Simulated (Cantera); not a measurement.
A Cantera script and what it prints.

```python
import numpy as np
import cantera as ct

gas_names = """
    AL ALH ALN ALO ALOH ALO2 ALO2H AL2 AL2O AL2O2 H HALO HNO HNO2 HNO3 HO2 H2 H2O H2O2 N NH NH2 NH3
    NH2OH NO NO2 NO3 N2 N2H2 N2H4 N2O O OH O2 O3
""".split()
cond_names = """
    AL(cr) AL(L) ALN(s) AL2O3(a) AL2O3(L) H2O(s) H2O(L)
""".split()


# ... load() reads the species with a 1 bar reference pressure and builds the phases ...
atoms = {
    'Al': {'AL': 1},
    'N2O': {'N': 2, 'O': 1},
    'H2': {'H': 2},
    'H2O': {'H': 2, 'O': 1},
}
top_T = {'ALN(s)': 2750}  # K; cautious upper limits of use, not melting points


# ... equilibrate(T, P, feed) seeds the gas with the atoms and calls Mixture.equilibrate('TP', solver="vcs", rtol=1e-11, max_steps=5000) ...
results = []
feed = {'Al': 1, 'N2O': 2.1, 'H2': 36, 'H2O': 0.35}  # mol
P = 100000  # Pa
for T in [648, 748, 848, 948, 1048, 1148, 1248, 1348, 1448, 1548, 1648, 1748, 1848, 1948]:
    mix = equilibrate(T, P, feed)
    results.append((T, P, feed, dict(zip(mix.species_names, mix.species_moles))))
    x = sorted(zip(gas.X, gas.species_names), reverse=True)
    print(f"T = {T:g} K  P = {P:g} Pa  gas = {mix.phase_moles(0):.4g} mol")
    print("   x: " + "  ".join(f"{s} {v:.3e}" for v, s in x if v > 0.0001))
    print("   condensed (mol): " + ("  ".join(f"{mix.phase(i).name} {mix.phase_moles(i):.4g}"
          for i in range(1, mix.n_phases) if mix.phase_moles(i) > 1e-12) or "none"))
```

It prints:

```
T = 648 K  P = 100000 Pa  gas = 38.3 mol
   x: H2 9.184e-01  N2 5.288e-02  H2O 2.480e-02  NH3 3.904e-03
   condensed (mol): AL2O3(a) 0.5
T = 748 K  P = 100000 Pa  gas = 38.41 mol
   x: H2 9.201e-01  N2 5.414e-02  H2O 2.473e-02  NH3 1.073e-03
   condensed (mol): AL2O3(a) 0.5
T = 848 K  P = 100000 Pa  gas = 38.44 mol
   x: H2 9.205e-01  N2 5.444e-02  H2O 2.472e-02  NH3 3.895e-04
   condensed (mol): AL2O3(a) 0.5
T = 948 K  P = 100000 Pa  gas = 38.44 mol
   x: H2 9.206e-01  N2 5.454e-02  H2O 2.471e-02  NH3 1.726e-04
   condensed (mol): AL2O3(a) 0.5
T = 1048 K  P = 100000 Pa  gas = 38.45 mol
   x: H2 9.206e-01  N2 5.458e-02  H2O 2.471e-02
   condensed (mol): AL2O3(a) 0.5
T = 1148 K  P = 100000 Pa  gas = 38.45 mol
   x: H2 9.206e-01  N2 5.459e-02  H2O 2.471e-02
   condensed (mol): AL2O3(a) 0.5
T = 1248 K  P = 100000 Pa  gas = 38.45 mol
   x: H2 9.207e-01  N2 5.460e-02  H2O 2.471e-02
   condensed (mol): AL2O3(a) 0.5
T = 1348 K  P = 100000 Pa  gas = 38.45 mol
   x: H2 9.207e-01  N2 5.461e-02  H2O 2.471e-02
   condensed (mol): AL2O3(a) 0.5
T = 1448 K  P = 100000 Pa  gas = 38.45 mol
   x: H2 9.207e-01  N2 5.461e-02  H2O 2.471e-02
   condensed (mol): AL2O3(a) 0.5
T = 1548 K  P = 100000 Pa  gas = 38.45 mol
   x: H2 9.206e-01  N2 5.461e-02  H2O 2.471e-02
   condensed (mol): AL2O3(a) 0.5
T = 1648 K  P = 100000 Pa  gas = 38.45 mol
   x: H2 9.206e-01  N2 5.461e-02  H2O 2.471e-02
   condensed (mol): AL2O3(a) 0.5
T = 1748 K  P = 100000 Pa  gas = 38.45 mol
   x: H2 9.205e-01  N2 5.461e-02  H2O 2.470e-02  H 2.192e-04
   condensed (mol): AL2O3(a) 0.5
T = 1848 K  P = 100000 Pa  gas = 38.46 mol
   x: H2 9.202e-01  N2 5.460e-02  H2O 2.470e-02  H 5.086e-04
   condensed (mol): AL2O3(a) 0.5
T = 1948 K  P = 100000 Pa  gas = 38.47 mol
   x: H2 9.196e-01  N2 5.458e-02  H2O 2.469e-02  H 1.084e-03
   condensed (mol): AL2O3(a) 0.5
```

These are equilibrium values from Cantera (NASA tables, ideal gas, pure condensed phases), not measurements of a reactor. Gases not in the tables: Al(OH)3.
